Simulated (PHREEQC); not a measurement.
# Sulfide liquor (model solution)

Dissolve 3.2 mmol/kgw H2S, 7.6 mmol/kgw NaOH and 0.12 mmol/kgw ZnCl2 at 25 °C. Closed to the air; pH follows from the charge balance.

All values are PHREEQC results (ion-association model, phreeqc.dat), not measurements.

Precipitation was switched off in this run.

Task: Estimate the pH, specific conductance, ionic strength.

Result: pH 11.58; specific conductance 1340 µS/cm; ionic strength 0.00777 mol/kgw.

Task: In which forms is Zn present?

Result: Zn(HS)2 96 %, Zn(HS)3- 3.9 % of the Zn.

Saturation is exceeded, for instance for Sphalerite (slow to form); the values hold only as long as no solid forms. Complexes and solids missing from the database can't appear. The database's pK near 12.9 for HS-/S-2 is now thought far too low, so its S-2 is overstated.
